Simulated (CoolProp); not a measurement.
Properties of fluorine at several states.

Values from CoolProp's reference Helmholtz-energy equation of state, de Reuck 1990.

| T (K) | p (MPa) | phase | density (kg/m³) | speed of sound (m/s) | fugacity coefficient |
|---|---|---|---|---|---|
| 257.3 | 0.0138 | gas | 0.2451 | 278.1 | 0.9999 |
| 207.9 | 0.0616 | gas | 1.356 | … | 0.9988 |
| 116.4 | 0.0646 | gas | 2.557 | … | 0.9921 |
| 231.7 | 0.145 | gas | 2.865 | … | 0.9981 |

Q: What belongs in the gaps?

A: 
- 207.9, speed of sound (m/s): 251.1
- 116.4, speed of sound (m/s): 188.0
- 231.7, speed of sound (m/s): 264.4
